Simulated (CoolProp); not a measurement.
Octamethylcyclotetrasiloxane (D4) along the isobar 1070 kPa: Z from the reference equation and from simpler models built on Tc = 586.5 K, pc = 1347 kPa, ω = 0.598; each cubic takes its own stable root.

Computed with CoolProp (reference Helmholtz-energy equation of state, Thol 2015).

```csv
T (K),phase,reference
524.4,liquid,0.1120
538,liquid,0.1142
551.7,liquid,0.1181
565.4,liquid,0.1255
579,gas,0.5808
592.7,gas,0.6498
606.3,gas,0.6975
620,gas,0.7347
```

Problem. How far does each simpler model (van der Waals, Redlich-Kwong, Soave-Redlich-Kwong) lie from the reference over these 8 states: mean and median of the absolute difference, and the worst?

Solution. 
- van der Waals: mean 79.2 %, median 42.1 %, worst +389.8 % at 565.4 K and 1070 kPa
- Redlich-Kwong: mean 54.4 %, median 16.0 %, worst +339.0 % at 565.4 K and 1070 kPa
- Soave-Redlich-Kwong: mean 10.6 %, median 9.0 %, worst +24.5 % at 565.4 K and 1070 kPa

At some of these states van der Waals, Redlich-Kwong gives the other phase, because its saturation line lies elsewhere.
